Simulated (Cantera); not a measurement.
Feed: 1 mol SiH₂Cl₂, 16 mol N₂, equilibrated at 427 °C and 11.0 Pa.

Equilibrium computed with Cantera from the NASA thermochemical tables; the gas is ideal and each condensed phase is pure. Candidate condensed phases: NH₄Cl, Si, Si₃N₄; 28 gas species. N₂ is the only nitrogen source here; it is nearly inert below about 1500 K, so the nitride shown seldom forms there in practice. Rates play no part.

Base state: N₂ 0.894, HCl 0.0776, H₂ 0.0191, SiCl₄ 0.00954 (mole fractions); condensed: Si₃N₄(s).

Problem. What changes in the equilibrium state with this change: N₂ from 16 to 0.38 mol?

Solution. 
| species | before | after |
|---|---|---|
| H₂ | 0.0191 | 0.548 |
| SiCl₄ | 0.00954 | 0.274 |
| HCl | 0.0776 | 0.178 |
| N₂ | 0.894 | 3.61e-5 |
| SiHCl₃ | 4.79e-7 | 0.000172 |
| Si₃N₄(s), mol | 0.278 | 0.190 |
